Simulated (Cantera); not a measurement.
Transport properties of process gases

Gas mixture: 100 % NO, at 9.57 atm, frozen composition.

Cantera's kinetic-theory transport with the Lennard-Jones parameters of GRI-Mech 3.0, ideal gas; thermal conductivity in the multicomponent form. The composition is frozen, though it would react at the higher temperatures.

| T (K) | ρ (kg/m³) | cp (J/kg/K) | μ (µPa s) | λ (mW/m/K) | Pr | D (cm²/s) CH4 | D (cm²/s) CH3 | D (cm²/s) NH3 |
|---|---|---|---|---|---|---|---|---|
| 400 | 8.75 | 998.6 | 23.1 | 32.5 | 0.711 | 0.0385 | 0.0387 | 0.0394 |
| 500 | 7.00 | 1016 | 27.0 | 38.7 | 0.709 | 0.0567 | 0.0570 | 0.0595 |
| 600 | 5.83 | 1041 | 30.6 | 45.0 | 0.708 | 0.0775 | 0.0779 | 0.0828 |
| 700 | 5.00 | 1067 | 34.0 | 51.2 | 0.708 | 0.101 | 0.101 | 0.109 |
| 800 | 4.38 | 1092 | 37.1 | 57.3 | 0.708 | 0.126 | 0.127 | 0.138 |
| 900 | 3.89 | 1114 | 40.1 | 63.1 | 0.707 | 0.154 | 0.155 | 0.169 |
| 1000 | 3.50 | 1133 | 42.9 | 68.8 | 0.707 | 0.183 | 0.184 | 0.203 |
| 1100 | 3.18 | 1147 | 45.7 | 74.1 | 0.707 | 0.215 | 0.216 | 0.239 |
| 1200 | 2.92 | 1159 | 48.4 | 79.3 | 0.707 | 0.249 | 0.250 | 0.277 |
D: mixture-averaged diffusion coefficient of that species in the mixture.
